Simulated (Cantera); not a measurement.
Charge: 1 mol PbO, 0.44 mol C, 1.1 mol H2, held at 2000 K and 0.140 bar.

Method: chemical equilibrium by Gibbs-energy minimisation in Cantera with the NASA 1993 tables (ideal gas, pure condensed phases). Candidate condensed phases: C, C6H6, C7H8, C8H18, H2O, Pb, PbO, PbO2, Pb3O4; 113 gas species. Gases not in the tables: (PbO)n polymers. Equilibrium is a limit: real reactors are often held back by kinetics, nucleation or transport.

Base state: Pb 0.392, H2 0.239, H2O 0.193, CO 0.147, CO2 0.0259, H 0.00212, PbO 0.00144, OH 0.000171 (mole fractions); condensed: gas only.

What changes in the equilibrium state with this change: PbO replaced by Cu2O?


| species | before | after |
|---|---|---|
| H2 | 0.239 | 0.380 |
| H2O | 0.193 | 0.310 |
| CO | 0.147 | 0.235 |
| Pb | 0.392 | 0 |
| Cu | 0 | 0.0308 |
| CO2 | 0.0259 | 0.0418 |
| PbO | 0.00144 | 0 |
| Cu2 | 0 | 0.000127 |
| Pb2 | 0.000104 | 0 |
| OH | 0.000171 | 0.000218 |
| H | 0.00212 | 0.00268 |
| Cu(l), mol | 0 | 1.95 |
Further candidate phases: Cu, CuO, Cu(OH)2, Cu2O.
